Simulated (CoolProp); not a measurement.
Vapour-liquid equilibrium of propane (1) + dimethyl ether (2) at 232.7 K; x and y are mole fractions of (1).

Computed with CoolProp (multi-fluid Helmholtz-energy mixture model, Lemmon 2009 and Wu 2011; pair parameters Bell 2016).

```tsv
x	bubble pressure, mixture model (MPa)	bubble pressure, Raoult's law (MPa)	y, mixture model	y, Raoult's law
0.05	(withheld)	0.05159	(withheld)	0.106
0.2	0.07567	0.06065	(withheld)	0.359
0.35	(withheld)	0.06971	(withheld)	0.547
0.5	0.09573	0.07877	(withheld)	0.692
0.65	0.1017	0.08783	(withheld)	0.806
0.8	0.1061	0.09689	0.847	0.900
0.95	(withheld)	0.1060	0.954	0.977
```

Some entries are withheld; supply them.


- 0.05, bubble pressure, mixture model (MPa): 0.05705
- 0.05, y, mixture model: 0.186
- 0.2, y, mixture model: 0.464
- 0.35, bubble pressure, mixture model (MPa): 0.08759
- 0.35, y, mixture model: 0.598
- 0.5, y, mixture model: 0.687
- 0.65, y, mixture model: 0.764
- 0.95, bubble pressure, mixture model (MPa): 0.1087

The largest gap from Raoult's law is +25.6 % in bubble pressure, at x = 0.35. No azeotrope shows between x = 0.05 and 0.95.

Pair parameters are fitted to limited data, so mixtures are less certain than the pure fluids.
